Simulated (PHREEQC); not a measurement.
A solution holds 180 mmol/kgw Na2CO3, at 25 °C. Closed to the air; pH follows from the charge balance.

Computed with PHREEQC (ion-association model, wateq4f.dat).

Each row changes one thing in this solution. Precipitation was switched off in this run.

| case | pH | ionic strength (mol/kgw) | Na+ (mol/kgw) |
|---|---|---|---|
| as made | 11.32 | 0.339 | 0.261 |
| temperature from 25 to 30 °C | 11.19 | 0.320 | 0.252 |
| temperature from 25 to 70 °C | 10.35 | 0.227 | 0.206 |
| Na2CO3 from 0.18 to 0.27 mol/kgw | 11.35 | 0.474 | 0.373 |
| Na2CO3 replaced by NaHS at the same molality | 9.61 | 0.180 | 0.180 |
| diluted 2-fold with water | 11.25 | 0.188 | 0.140 |
| temperature from 25 to 15 °C | 11.59 | 0.379 | 0.281 |

Constants without temperature data keep their 25 °C values here. The polysulfide entries of wateq4f.dat were taken out for this run.
